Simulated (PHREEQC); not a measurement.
Solution (25 °C): 0.012 mol NaH2PO4, 0.00075 mol Na2B4O7 and 0.00027 mol NaCl per kg of water. Closed to the air; pH follows from the charge balance.

All values are PHREEQC results (ion-association model, wateq4f.dat), not measurements.

This is a speciation only: nothing precipitates in the calculation.

Task: Order these P species by the share of P that they hold, largest first: HPO4-2, NaHPO4-, H2PO4-.

Result: H2PO4- (88 %), HPO4-2 (12 %), NaHPO4- (0.20 %)

The pH is 6.20 and the ionic strength 0.0152 mol/kgw. H3PO4, which wateq4f.dat lacks, is added to it with the constant of phreeqc.dat.
